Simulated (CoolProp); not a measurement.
A simple Rankine cycle with R227EA: condensing at 318.15 K, boiler at 1.9 MPa, turbine inlet 356.3 K, turbine efficiency 0.6, pump efficiency 0.7, no recuperator. Each further row changes one setting.

The numbers come from the reference Helmholtz-energy equation of state, Lemmon 2016 in CoolProp.

```json
[
 {"case": "as stated", "thermal efficiency (%)": "?", "net work (kJ/kg)": "?", "heat in (kJ/kg)": "117", "turbine exit temperature (K)": "?", "volume ratio over the turbine": "2.93"},
 {"case": "turbine inlet 376.3 K", "thermal efficiency (%)": "4.4", "net work (kJ/kg)": "6.18", "heat in (kJ/kg)": "142", "turbine exit temperature (K)": "356.1", "volume ratio over the turbine": "2.68"},
 {"case": "condensing temperature 310.15 K", "thermal efficiency (%)": "?", "net work (kJ/kg)": "6.70", "heat in (kJ/kg)": "?", "turbine exit temperature (K)": "327.2", "volume ratio over the turbine": "?"},
 {"case": "boiler pressure 1.33 MPa", "thermal efficiency (%)": "2.8", "net work (kJ/kg)": "?", "heat in (kJ/kg)": "129", "turbine exit temperature (K)": "345.0", "volume ratio over the turbine": "1.77"},
 {"case": "turbine efficiency 0.5", "thermal efficiency (%)": "3.4", "net work (kJ/kg)": "4.05", "heat in (kJ/kg)": "117", "turbine exit temperature (K)": "332.6", "volume ratio over the turbine": "?"}
]
```

Question: Fill in the missing entries.

Answer: 
- as stated, thermal efficiency (%): 4.3
- as stated, net work (kJ/kg): 5.09
- as stated, turbine exit temperature (K): 331.5
- condensing temperature 310.15 K, thermal efficiency (%): 5.3
- condensing temperature 310.15 K, heat in (kJ/kg): 127
- condensing temperature 310.15 K, volume ratio over the turbine: 3.73
- boiler pressure 1.33 MPa, net work (kJ/kg): 3.63
- turbine efficiency 0.5, volume ratio over the turbine: 2.95
